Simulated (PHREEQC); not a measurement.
Solution (20 °C): 0.49 mol H2SO4 and 0.16 mol FeCl2 per kg of water. Closed to the air; pH follows from the charge balance.

All values are PHREEQC results (Pitzer model, pitzer.dat), not measurements.

```csv
quantity,before,after
pH,0.24,1.26
ionic strength (mol/kgw),1.32,0.140
HSO4- (mol/kgw),0.317,0.0275
SO4-2 (mol/kgw),0.173,0.0215
```

**Question.** Which change was made?
A. diluted 10-fold with water
B. 0.021 mol/kgw NaCl added
C. FeCl2 from 0.16 to 0.8 mol/kgw

**Answer.** A, diluted 10-fold with water

No solid was allowed to form. In brines, pH and single-ion activities rest on the MacInnes convention.
